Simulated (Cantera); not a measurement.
Charge: 1 mol SiCl4, 73 mol N2, 1.5 mol H2, 1.7 mol NH3, equilibrated at 1948.15 K and 30.0 mbar.

These are equilibrium values from Cantera (NASA tables, ideal gas, pure condensed phases), not measurements of a reactor. Candidate condensed phases: NH4Cl, Si, Si3N4; 28 gas species. The tables' values for SiCl, SiCl3, SiN are old estimates; treat these amounts as uncertain. The numbers say what is thermodynamically allowed, not how fast it happens.

Base state: N2 0.923, H2 0.0375, HCl 0.0250, SiCl2 0.0120, H 0.00126, Cl 0.000632, Si 0.000219, SiCl 0.000188 (mole fractions); condensed: gas only.

Q: What changes in the equilibrium state with this change: temperature from 1948.15 K to 1723 K?

A: 
```json
[
 {"species": "N2", "before": "0.923", "after": "0.924"},
 {"species": "H2", "before": "0.0375", "after": "0.0377"},
 {"species": "HCl", "before": "0.0250", "after": "0.0258"},
 {"species": "H", "before": "0.00126", "after": "0.000204"},
 {"species": "SiCl2", "before": "0.0120", "after": "0.0118"},
 {"species": "Si", "before": "0.000219", "after": "6.35e-6"},
 {"species": "SiN", "before": "1.08e-5", "after": "5.94e-7"},
 {"species": "SiCl", "before": "0.000188", "after": "2.04e-5"},
 {"species": "Si3N4(s), mol", "before": "0", "after": "0.0133"}
]
```
The tables' values for SiCl3, SiCl are old estimates; treat these amounts as uncertain.

Q: What changes in the equilibrium state with this change: SiCl4 replaced by Si2Cl6?

A: 
```tsv
species	before	after
N2	0.923	0.911
H2	0.0375	0.0367
HCl	0.0250	0.0252
SiCl2	0.0120	0.0237
Si2N	4.22e-6	1.51e-5
SiCl3	7.42e-5	0.000150
SiCl	0.000188	0.000365
Si	0.000219	0.000417
```
The feed counts by its element totals alone.
